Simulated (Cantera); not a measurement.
Feed: 1 mol CO, 0.047 mol O₂, equilibrated at 675 K and 0.100 bar.

These are equilibrium values from Cantera (NASA tables, ideal gas, pure condensed phases), not measurements of a reactor. Candidate condensed phases: C; 12 gas species. Rates play no part.

Base state: CO₂ 0.972, CO 0.0283 (mole fractions); condensed: C(graphite).

**Question.** What changes in the equilibrium state with this change: 0.0024 mol H₂S added?

**Answer.** 
```csv
species,before,after
CO₂,0.972,0.965
CO,0.0283,0.0282
COS,0,0.00258
H₂O,0,0.00191
H₂S,0,0.00172
H₂,0,0.000670
"C(graphite), mol",0.445,0.445
```
Further candidate phases: C₆H₆, C₇H₈, C₈H₁₈, H₂O, H₂SO₄, S.
